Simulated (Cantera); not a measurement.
A perfectly stirred reactor is fed with H₂ : O₂ : N₂ = 1.7 : 1 : 17 (molar parts), equivalence ratio 0.85, at 13300 Pa; it is held at 1075 K, and followed from long to short residence time.

Cantera simulation using GRI-Mech 3.0 (53 species, 325 reactions); the numbers are that mechanism's predictions, not measurements. The temperature is held fixed by assumption; the heat of reaction is taken as removed at once.

Q: Predict: x(H₂) at τ = 0.360 s; x(O₂) at τ = 0.360 s; x(H₂O₂) at τ = 0.360 s; x(O) at τ = 0.360 s; x(NO) at τ = 0.360 s; x(H₂) at τ = 10.0 ms; x(O₂) at τ = 10.0 ms; x(H₂O₂) at τ = 10.0 ms; x(O) at τ = 10.0 ms; x(NO) at τ = 10.0 ms.

A: 
| Property | Result |
|---|---|
| x(H₂) at τ = 0.360 s | 0.00144 |
| x(O₂) at τ = 0.360 s | 0.00869 |
| x(H₂O₂) at τ = 0.360 s | 2.41e-7 |
| x(O) at τ = 0.360 s | 0.000168 |
| x(NO) at τ = 0.360 s | 7.00e-7 |
| x(H₂) at τ = 10.0 ms | 0.00880 |
| x(O₂) at τ = 10.0 ms | 0.0139 |
| x(H₂O₂) at τ = 10.0 ms | 1.78e-7 |
| x(O) at τ = 10.0 ms | 0.00132 |
| x(NO) at τ = 10.0 ms | 2.26e-6 |
